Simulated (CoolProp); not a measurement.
Vapour-liquid equilibrium of R13 (1) + isobutane (2) at 251.8 K; x and y are mole fractions of (1).

Values from CoolProp's multi-fluid Helmholtz-energy mixture model, Platzer 1990 and Bücker 2006; pair parameters Bell 2016. This equation is an older, rougher fit; its heat capacities, sound speeds and derivatives of the liquid may be far off and weren't checked against measurements.

Task: Give the bubble pressure and the first vapour's composition at x = 0.45, 0.85, 0.95. Is there an azeotrope?

Result: x = 0.45: 607.2 kPa, y = 0.912; x = 0.85: 940.1 kPa, y = 0.974; x = 0.95: 1041 kPa, y = 0.990. No azeotrope shows between x = 0.05 and 0.95.

Pair parameters are fitted to limited data, so mixtures are less certain than the pure fluids. The gap from Raoult's law changes sign with composition, which may be real or a fault of the pair parameters; it wasn't checked against measurements.
